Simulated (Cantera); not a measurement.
A closed system holds: 1 mol SiH4, 0.42 mol C2H2, 66 mol H2, at 0.140 bar.

Method: chemical equilibrium by Gibbs-energy minimisation in Cantera with the NASA 1993 tables (ideal gas, pure condensed phases). Candidate condensed phases: C, C6H6, C7H8, C8H18, Si, SiC; 87 gas species. Gases not in the tables: Si2H6 and higher silanes. The numbers say what is thermodynamically allowed, not how fast it happens.

At 2175 K, list the 4 most abundant gas species with their mole fractions, and the condensed phases.

H2 0.985, H 0.0129, Si 0.00172, SiH 0.000298. Condensed: SiC(s).
